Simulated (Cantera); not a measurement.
A closed system holds: 1 mol CaO, 0.16 mol O2, 0.069 mol CO2, equilibrated at 1.30 bar.

These are equilibrium values from Cantera (NASA tables, ideal gas, pure condensed phases), not measurements of a reactor. Candidate condensed phases: C, Ca, CaCO3, CaO; 15 gas species. Mutual solubility and eutectic melting of coexisting phases are not modelled. Equilibrium is a limit: real reactors are often held back by kinetics, nucleation or transport.

x: gas mole fraction; n: condensed amount in mol.

```json
[
 {"T (°C)": "702", "x O2": "0.975", "x CO2": "0.0249", "x O": "6.25e-11", "x CO": "<1e-12", "x O3": "7.00e-12", "n CaCO3(calcite)": "0.0649", "n CaO(s)": "0.935"},
 {"T (°C)": "777", "x O2": "0.888", "x CO2": "0.112", "x O": "5.53e-10", "x CO": "3.20e-11", "x O3": "2.14e-11", "n CaCO3(calcite)": "0.0488", "n CaO(s)": "0.951"},
 {"T (°C)": "852", "x O2": "0.699", "x CO2": "0.301", "x O": "3.38e-9", "x CO": "8.38e-10", "x O3": "4.46e-11", "n CaCO3(calcite)": "0", "n CaO(s)": "1.00"},
 {"T (°C)": "927", "x O2": "0.699", "x CO2": "0.301", "x O": "1.84e-8", "x CO": "5.52e-9", "x O3": "1.16e-10", "n CaCO3(calcite)": "0", "n CaO(s)": "1.00"},
 {"T (°C)": "1002", "x O2": "0.699", "x CO2": "0.301", "x O": "8.19e-8", "x CO": "2.90e-8", "x O3": "2.71e-10", "n CaCO3(calcite)": "0", "n CaO(s)": "1.00"},
 {"T (°C)": "1077", "x O2": "0.699", "x CO2": "0.301", "x O": "?", "x CO": "?", "x O3": "?", "n CaCO3(calcite)": "0", "n CaO(s)": "1.00"},
 {"T (°C)": "1152", "x O2": "0.699", "x CO2": "0.301", "x O": "?", "x CO": "?", "x O3": "?", "n CaCO3(calcite)": "0", "n CaO(s)": "1.00"},
 {"T (°C)": "1227", "x O2": "0.699", "x CO2": "0.301", "x O": "2.97e-6", "x CO": "1.55e-6", "x O3": "2.08e-9", "n CaCO3(calcite)": "0", "n CaO(s)": "1.00"},
 {"T (°C)": "1302", "x O2": "0.699", "x CO2": "0.301", "x O": "7.85e-6", "x CO": "4.51e-6", "x O3": "3.61e-9", "n CaCO3(calcite)": "0", "n CaO(s)": "1.00"},
 {"T (°C)": "1377", "x O2": "0.699", "x CO2": "0.301", "x O": "1.90e-5", "x CO": "1.19e-5", "x O3": "5.97e-9", "n CaCO3(calcite)": "0", "n CaO(s)": "1.00"}
]
```

### Question
Complete the blanks.

### Answer

- 1077, x O: 3.09e-7
- 1077, x CO: 1.27e-7
- 1077, x O3: 5.76e-10
- 1152, x O: 1.02e-6
- 1152, x CO: 4.74e-7
- 1152, x O3: 1.13e-9
